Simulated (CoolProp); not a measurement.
Vapour-liquid equilibrium of dimethyl carbonate (1) + n-octane (2) at 0.189 MPa; x and y are mole fractions of (1).

Computed with CoolProp (multi-fluid Helmholtz-energy mixture model, Zhou 2011 and Beckmüller 2019; pair parameters Bell 2016).

```json
[
 {"x": "0.05", "bubble temperature, mixture model (°C)": "140.0", "bubble temperature, Raoult's law (°C)": "146.5", "y, mixture model": "0.238", "y, Raoult's law": "0.122"},
 {"x": "0.125", "bubble temperature, mixture model (°C)": "129.7", "bubble temperature, Raoult's law (°C)": "142.0", "y, mixture model": "0.450", "y, Raoult's law": "0.276"},
 {"x": "0.2", "bubble temperature, mixture model (°C)": "123.1", "bubble temperature, Raoult's law (°C)": "138.1", "y, mixture model": "0.569", "y, Raoult's law": "0.402"},
 {"x": "0.275", "bubble temperature, mixture model (°C)": "118.8", "bubble temperature, Raoult's law (°C)": "134.5", "y, mixture model": "0.640", "y, Raoult's law": "0.507"},
 {"x": "0.35", "bubble temperature, mixture model (°C)": "115.9", "bubble temperature, Raoult's law (°C)": "131.2", "y, mixture model": "0.686", "y, Raoult's law": "0.595"},
 {"x": "0.425", "bubble temperature, mixture model (°C)": "114.0", "bubble temperature, Raoult's law (°C)": "128.2", "y, mixture model": "0.718", "y, Raoult's law": "0.670"},
 {"x": "0.5", "bubble temperature, mixture model (°C)": "112.7", "bubble temperature, Raoult's law (°C)": "125.4", "y, mixture model": "___", "y, Raoult's law": "0.734"},
 {"x": "0.575", "bubble temperature, mixture model (°C)": "111.8", "bubble temperature, Raoult's law (°C)": "122.8", "y, mixture model": "0.764", "y, Raoult's law": "0.790"},
 {"x": "0.65", "bubble temperature, mixture model (°C)": "___", "bubble temperature, Raoult's law (°C)": "120.4", "y, mixture model": "0.784", "y, Raoult's law": "0.838"},
 {"x": "0.725", "bubble temperature, mixture model (°C)": "110.5", "bubble temperature, Raoult's law (°C)": "118.1", "y, mixture model": "0.806", "y, Raoult's law": "0.881"},
 {"x": "0.8", "bubble temperature, mixture model (°C)": "110.1", "bubble temperature, Raoult's law (°C)": "116.0", "y, mixture model": "___", "y, Raoult's law": "0.919"},
 {"x": "0.875", "bubble temperature, mixture model (°C)": "___", "bubble temperature, Raoult's law (°C)": "114.1", "y, mixture model": "0.874", "y, Raoult's law": "0.952"},
 {"x": "0.95", "bubble temperature, mixture model (°C)": "___", "bubble temperature, Raoult's law (°C)": "112.2", "y, mixture model": "0.936", "y, Raoult's law": "0.982"}
]
```

Fill in the missing entries.


- 0.5, y, mixture model: 0.743
- 0.65, bubble temperature, mixture model (°C): 111.1
- 0.8, y, mixture model: 0.834
- 0.875, bubble temperature, mixture model (°C): 110.0
- 0.95, bubble temperature, mixture model (°C): 110.3

The largest gap from Raoult's law is -15.7 K in bubble temperature, at x = 0.275. y crosses x between x = 0.8 and 0.875: the model has an azeotrope there.

Pair parameters are fitted to limited data, so mixtures are less certain than the pure fluids.
